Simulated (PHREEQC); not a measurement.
0.032 g of hydrous ferric oxide (600 m²/g; 0.2 weak and 0.005 strong sites per Fe, Dzombak-Morel constants, diffuse double layer) in 1 kg of water with 0.01 mol/kgw of an inert sodium salt and 3.4e-05 mol/kgw MnCl2, at 25 °C; the pH is set by adding NaOH or the inert anion's acid. The system is closed to oxygen. No CO2 enters from the air. No solid was allowed to form.

Base run: PHREEQC, ion-association model, wateq4f.dat. Each further column changes one thing. The table gives surface charge σ (C/m²).

```
pH     base  background salt from 0.01 to 0.001 mol/kgw  oxide from 0.032 to 0.16 g/kgw  0.00015 mol/kgw BaCl2 added
---  ------  ------------------------------------------  ------------------------------  ---------------------------
4     0.216                                       0.121                           0.217                        0.219
4.5   0.161                                       0.081                           0.161                        0.162
5.5   0.077                                           ?                           0.077                        0.078
6     0.050                                       0.020                           0.050                            ?
6.5   0.031                                           ?                           0.031                        0.032
7.5   0.010                                       0.004                           0.010                        0.010
8     0.006                                           ?                           0.003                        0.006
8.5   0.003                                       0.001                          -0.003                        0.003
9.5  -0.002                                       0.000                          -0.019                       -0.002
10   -0.005                                      -0.002                               ?                       -0.004
```

### Question
What belongs in the gaps?

### Answer

- 5.5, background salt from 0.01 to 0.001 mol/kgw: 0.033
- 6, 0.00015 mol/kgw BaCl2 added: 0.051
- 6.5, background salt from 0.01 to 0.001 mol/kgw: 0.012
- 8, background salt from 0.01 to 0.001 mol/kgw: 0.002
- 10, oxide from 0.032 to 0.16 g/kgw: -0.033
